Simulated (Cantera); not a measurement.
An isothermal, constant-pressure homogeneous reactor starts with 97.0 % N2O, 3.01 % H2O, at 1325 K and 760 Torr.

Model: GRI-Mech 3.0 (53 species, 325 reactions), integrated in Cantera. GRI-Mech 3.0 was tuned for natural gas; its chemistry of N2O as a main component is partial and can be far from experiment. The mechanism lacks the step 2 NO + O2 → 2 NO2, which can matter for NO2 below about 1400 K. The temperature is held fixed by assumption; the heat of reaction is taken as removed at once.

x: mole fraction; the columns are a selection and need not sum to one.

| t (s) | x N2O | x H2O | x O2 | x H2 | x NO2 | x NO |
|---|---|---|---|---|---|---|
| 5.00e-5 | 0.970 | 0.0301 | 0.000103 | 3.91e-9 | 1.77e-8 | 3.94e-5 |
| 0.000271 | 0.968 | 0.0300 | 0.000611 | 1.24e-7 | 5.35e-6 | 0.000221 |
| 0.00147 | 0.958 | 0.0299 | 0.00341 | 3.86e-7 | 0.000118 | 0.00110 |
| 0.00794 | 0.907 | 0.0294 | 0.0180 | 1.87e-7 | 0.000542 | 0.00560 |
| 0.0430 | 0.691 | 0.0272 | 0.0809 | 1.23e-7 | 0.000839 | 0.0249 |
| 0.233 | … | … | … | … | 0.000836 | … |
| 1.26 | 0.00625 | 0.0203 | 0.290 | 1.00e-8 | 0.000745 | 0.0685 |
| 6.82 | 1.22e-6 | 0.0203 | 0.292 | 5.03e-9 | 0.000792 | 0.0683 |
| 36.9 | 1.21e-6 | 0.0203 | 0.292 | 5.03e-9 | 0.000790 | 0.0681 |
| 200 | 1.17e-6 | 0.0203 | 0.292 | 5.03e-9 | 0.000778 | 0.0670 |

Fill in the missing entries.


- 0.233, x N2O: 0.226
- 0.233, x H2O: 0.0225
- 0.233, x O2: 0.219
- 0.233, x H2: 8.22e-8
- 0.233, x NO: 0.0610
